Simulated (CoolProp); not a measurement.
A single-stage vapour-compression cycle with propylene: evaporating at 243.15 K (dew point), condensing at 309.15 K (bubble point), superheat 5 K, subcooling 5 K, compressor efficiency 0.6, no pressure losses. Each further row changes one setting.

Values from CoolProp's reference Helmholtz-energy equation of state, Lemmon 2013.

| case | cooling COP | pressure ratio | discharge temperature (K) | refrigerating effect (kJ/kg) | volumetric capacity (kJ/m³) |
|---|---|---|---|---|---|
| as stated | 1.65 | 7.11 | 366.8 | 275 | 1260 |
| evaporating temperature 248.15 K | 1.86 | ___ | 361.2 | ___ | 1530 |
| condensing temperature 304.15 K | ___ | 6.32 | ___ | 289 | 1320 |
| subcooling 10 K | ___ | 7.11 | 366.8 | 289 | 1320 |
| superheat 15 K | 1.66 | 7.11 | 378.2 | ___ | 1260 |
| compressor efficiency 0.5 | ___ | 7.11 | 383.5 | 275 | 1260 |

**Question.** What belongs in the gaps?

**Answer.** 
- evaporating temperature 248.15 K, pressure ratio: 5.89
- evaporating temperature 248.15 K, refrigerating effect (kJ/kg): 280
- condensing temperature 304.15 K, cooling COP: 1.85
- condensing temperature 304.15 K, discharge temperature (K): 359.5
- subcooling 10 K, cooling COP: 1.73
- superheat 15 K, refrigerating effect (kJ/kg): 290
- compressor efficiency 0.5, cooling COP: 1.37
